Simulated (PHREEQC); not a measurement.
Solution (20 °C): 0.019 mol/kgw NH3 and 0.0015 mol/kgw K2CO3. Closed to the air; pH follows from the charge balance.

All values are PHREEQC results (ion-association model, phreeqc.dat), not measurements.

| Quantity | Result |
|---|---|
| pH | 11.00 |
| ionic strength | 0.00476 mol/kgw |
| specific conductance | 495 µS/cm |
| total alkalinity | 22.0 meq/kg |

```json
[
 {"species": "NH3", "molality": "0.0185", "activity": "0.0185", "log γ": "0.000"},
 {"species": "K+", "molality": "0.00300", "activity": "0.00279", "log γ": "-0.032"},
 {"species": "CO3-2", "molality": "0.00126", "activity": "0.000946", "log γ": "-0.124"},
 {"species": "OH-", "molality": "0.000740", "activity": "0.000687", "log γ": "-0.032"},
 {"species": "NH4+", "molality": "0.000500", "activity": "0.000463", "log γ": "-0.033"},
 {"species": "HCO3-", "molality": "0.000240", "activity": "0.000224", "log γ": "-0.031"},
 {"species": "CO2", "molality": "5.36e-9", "activity": "5.37e-9", "log γ": "0.000"}
]
```

Precipitation was switched off in this run. Species that the database lacks are ignored.
